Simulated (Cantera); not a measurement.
## Reactions in the system Al-H-I

Standard-state values (1 bar) from the NASA 1993 polynomials, evaluated with Cantera. Values are per mole of reaction as written; species without (g) are pure solids or liquids, kept so even where they would boil at 1 bar.

2 Al + 6 HI(g) = 2 AlI3(g) + 3 H2(g)

| T (K) | ΔH° (kJ) | ΔS° (J/K) | ΔG° (kJ) | log10 K |
|---|---|---|---|---|
| 2225 | -576.1 | -176.2 | -184.0 | 4.32 |
| 2275 | -576.8 | -176.5 | -175.2 | 4.02 |
| 2325 | -577.6 | -176.9 | -166.4 | 3.74 |
| 2375 | -578.3 | -177.2 | -157.5 | 3.46 |
| 2425 | -579.1 | -177.5 | -148.7 | 3.20 |
| 2475 | -579.8 | -177.8 | -139.8 | 2.95 |
| 2525 | -580.6 | -178.1 | -130.9 | 2.71 |
| 2575 | -581.3 | -178.4 | -122.0 | 2.47 |
| 2625 | -582.0 | -178.7 | -113.0 | 2.25 |
| 2675 | -582.8 | -178.9 | -104.1 | 2.03 |
| 2725 | -583.5 | -179.2 | -95.1 | 1.82 |
